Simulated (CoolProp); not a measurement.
Dimethyl ether along the isobar 2.51 MPa: density (kg/m³) from the reference equation and from simpler models built on Tc = 400.4 K, pc = 5.337 MPa, ω = 0.196; each cubic takes its own stable root.

Computed with CoolProp (reference Helmholtz-energy equation of state, Wu 2011).

| T (K) | phase | reference |
|---|---|---|
| 214.6 | liquid | 782.0 |
| 228.9 | liquid | 763.6 |
| 243.1 | liquid | 745.0 |
| 257.4 | liquid | 725.6 |
| 271.6 | liquid | 705.5 |
| 285.9 | liquid | 684.4 |
| 300.1 | liquid | 662.2 |
| 314.4 | liquid | 638.2 |
| 328.7 | liquid | 611.9 |
| 342.9 | liquid | 582.3 |
| 357.2 | liquid | 546.5 |
| 371.4 | gas | 51.05 |
| 385.7 | gas | 46.42 |
| 399.9 | gas | 42.99 |
| 414.2 | gas | 40.25 |

Q: How far does each simpler model (Soave-Redlich-Kwong, Peng-Robinson) lie from the reference over these 15 states: mean and median of the absolute difference, and the worst?

A: 
- Soave-Redlich-Kwong: mean 7.5 %, median 8.3 %, worst -14.4 % at 357.2 K and 2.51 MPa
- Peng-Robinson: mean 2.2 %, median 2.9 %, worst +3.7 % at 257.4 K and 2.51 MPa
